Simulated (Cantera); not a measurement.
An adiabatic, constant-volume homogeneous reactor starts with 12.1 % H2, 18.4 % O2, 69.0 % N2, 0.544 % NO, at 1575 K and 825 Torr.

Model: GRI-Mech 3.0 (53 species, 325 reactions), integrated in Cantera.

One state of this run: T (K) = 1920; P (bar) = 1.31; x H2 = 0.0103; x O2 = 0.117; x N2O = 3.44e-7; x NO = 0.00556; x H = 0.0228; x H2O2 = 6.96e-7. x: mole fraction; the columns are a selection and need not sum to one.

Problem. Which value of t (s) does it belong to?
A) 0.0635
B) 0.0127
C) 2.01e-5
D) 1.60

Solution. C, 2.01e-5
